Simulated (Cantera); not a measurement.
An isothermal, constant-pressure homogeneous reactor starts with H2 : O2 = 0.0065 : 1.6 (molar parts), at 1175 K and 0.00908 atm.

Detailed kinetics in Cantera: GRI-Mech 3.0 (53 species, 325 reactions). Radical loss at walls, strong at low pressure, is not modelled.

x: mole fraction; the columns are a selection and need not sum to one.

```tsv
t (s)	x H2	x O2	x O	x H	x H2O2
1.00e-6	0.00405	0.996	<1e-12	1.56e-12	<1e-12
1.09e-5	0.00405	0.996	1.31e-12	1.59e-11	<1e-12
0.000119	0.00405	0.996	9.93e-11	9.14e-11	<1e-12
0.00130	0.00405	0.996	2.87e-9	2.66e-10	<1e-12
0.0141	0.00404	0.996	6.17e-6	3.08e-7	3.09e-11
0.154	___	0.993	0.00314	6.60e-5	5.30e-9
1.68	___	0.995	0.000848	9.35e-6	4.24e-9
18.3	___	0.996	2.45e-5	4.65e-8	7.11e-10
200	___	0.996	6.31e-7	1.92e-10	2.83e-11
```

Problem. Fill in the missing entries.

Solution. 
- 0.154, x H2: 6.51e-6
- 1.68, x H2: 1.79e-6
- 18.3, x H2: 5.19e-8
- 200, x H2: 1.32e-9
